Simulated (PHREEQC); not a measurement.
Consider water at 14 °C with 170 mmol/kgw KH2PO4, 0.039 mmol/kgw K2HPO4 and 0.0086 mmol/kgw H4SiO4. Closed to the air; pH follows from the charge balance.

Equilibrium calculation in PHREEQC: ion-association model, phreeqc.dat.

```json
{
 "pH": "4.42",
 "ionic_strength": "0.171 mol/kgw",
 "activity_of_water": "0.994",
 "specific_conductance": "11000 µS/cm",
 "density": "1.015 g/cm³",
 "total_alkalinity": "0.0390 meq/kg"
}
```

```
species  molality  activity   log γ
-------  --------  --------  ------
K+          0.170     0.124  -0.138
H2PO4-      0.169     0.128  -0.120
HPO4-2   0.000618  0.000198  -0.494
H3PO4    0.000596  0.000620   0.017
KHPO4-    6.30e-5   4.78e-5  -0.120
H+        4.67e-5   3.76e-5  -0.093
H4SiO4    8.60e-6   8.94e-6   0.017
```

Precipitation was switched off in this run. At this temperature some constants are extrapolated from 25 °C, and those without enthalpy data are left unchanged.
